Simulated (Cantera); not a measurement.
What does this Cantera script print?

```python
import numpy as np
import cantera as ct

gas_names = """
    Fe FeO Fe(OH)2 H HNO HNO2 HNO3 HO2 H2 H2O H2O2 N NH NH2 NH3 NH2OH NO NO2 NO3 N2 N2H2 N2H4 N2O O OH
    O2 O3
""".split()
cond_names = """
    Fe(a) Fe(c) Fe(d) Fe(L) FeO(s) FeO(L) Fe(OH)2(s) Fe(OH)3(s) Fe2O3(s) Fe3O4(s) H2O(s) H2O(L)
""".split()


# ... load() reads the species with a 1 bar reference pressure and builds the phases ...
atoms = {
    'Fe': {'Fe': 1},
    'H2O': {'H': 2, 'O': 1},
    'N2': {'N': 2},
}
top_T = {'Fe2O3(s)': 1830, 'Fe3O4(s)': 1870}  # K; cautious upper limits of use, not melting points


# ... equilibrate(T, P, feed) seeds the gas with the atoms and calls Mixture.equilibrate('TP', solver="vcs", rtol=1e-11, max_steps=5000) ...
results = []
feed = {'Fe': 1, 'H2O': 0.99, 'N2': 49}  # mol
T = 1048.15  # K
P = 380  # Pa
mix = equilibrate(T, P, feed)
results.append((T, P, feed, dict(zip(mix.species_names, mix.species_moles))))
print(gas.report(threshold=0.001))
for i in range(1, mix.n_phases):
    print(f"{mix.phase(i).name:16s} {mix.phase_moles(i):12.5e} mol")
```

Output:

```
       temperature   1048.2 K
          pressure   380 Pa
           density   0.0012014 kg/m^3
  mean mol. weight   27.552 kg/kmol
   phase of matter   gas

                          1 kg             1 kmol
                     ---------------   ---------------
          enthalpy        8.0743e+05        2.2246e+07  J
   internal energy        4.9113e+05        1.3532e+07  J
           entropy             10015        2.7593e+05  J/K
    Gibbs function       -9.6896e+06       -2.6697e+08  J
 heat capacity c_p            1194.7             32917  J/K
 heat capacity c_v            892.96             24603  J/K

                      mass frac. Y      mole frac. X     chem. pot. / RT
                     ---------------   ---------------   ---------------
                H2         0.0012072          0.016498           -27.301
               H2O         0.0021614         0.0033056           -64.047
                N2           0.99663            0.9802           -30.577
     [  +24 minor]         3.116e-09        1.9725e-08

Fe(a)             1.75245e-01 mol
FeO(s)            8.24755e-01 mol
Fe(OH)2(s)        0.00000e+00 mol
Fe(OH)3(s)        0.00000e+00 mol
Fe2O3(s)          0.00000e+00 mol
Fe3O4(s)          0.00000e+00 mol
```

Method: chemical equilibrium by Gibbs-energy minimisation in Cantera with the NASA 1993 tables (ideal gas, pure condensed phases). Mutual solubility and eutectic melting of coexisting phases are not modelled. The tables' stoichiometric FeO is somewhat more stable than real wüstite, so its field is too wide. FeO: taken at fixed stoichiometry.
